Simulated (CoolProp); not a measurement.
Vapour-liquid equilibrium of R134a (1) + R141b (2) at 2.76 bar; x and y are mole fractions of (1).

The numbers come from the multi-fluid Helmholtz-energy mixture model, Tillner-Roth 1994 and Lemmon 2006; pair parameters Bell 2016 in CoolProp.

**Question.** Give the bubble temperature and the first vapour's composition at x = 0.2, 0.425, 0.65. Is there an azeotrope?

**Answer.** x = 0.2: 29.1 °C, y = 0.713; x = 0.425: 13.6 °C, y = 0.873; x = 0.65: 6.2 °C, y = 0.931. No azeotrope shows between x = 0.05 and 0.95.

The pair parameters rest on a limited set of measurements; away from them the model extrapolates.
